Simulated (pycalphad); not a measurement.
**Effect of Mn content in Al-Mn-Si**

All values are pycalphad results on the COST 507 light-alloy database (1999) (1 atm), not direct measurements. These are 1990s assessments: newer ones move some temperatures and phases. Phase fractions are per mole of atoms.

```tsv
alloy	liquidus (K)	first solid	solidus (K)	phases at 550 K
Al-4.6Mn-10.5Si (at.%)	1063	ALMNSI_BETA	850	FCC_A1 0.66, ALMNSI_ALPHA 0.26, DIAMOND_A4 0.07
Al-6.9Mn-10.5Si (at.%)	1112	ALMNSI_BETA	850	FCC_A1 0.55, ALMNSI_ALPHA 0.40, DIAMOND_A4 0.06
Al-9.2Mn-10.5Si (at.%)	___	ALMNSI_BETA	850	___
Al-18.4Mn-10.5Si (at.%)	1219	ALMNSI_BETA	996	ALMNSI_ALPHA 0.82, ALMNSI_BETA 0.18
```

Question: Fill in the missing entries.

Answer: 
- Al-9.2Mn-10.5Si (at.%), liquidus (K): 1148
- Al-9.2Mn-10.5Si (at.%), phases at 550 K: ALMNSI_ALPHA 0.53, FCC_A1 0.43, DIAMOND_A4 0.04

Database names, with the compositions (at.%) that they take in these runs: ALMNSI_BETA: Al 63-71 Mn 23 Si 6-13; ALMNSI_ALPHA: Al 70-72 Mn 17 Si 11-13. FCC_A1 is fcc; DIAMOND_A4 is diamond (Si).
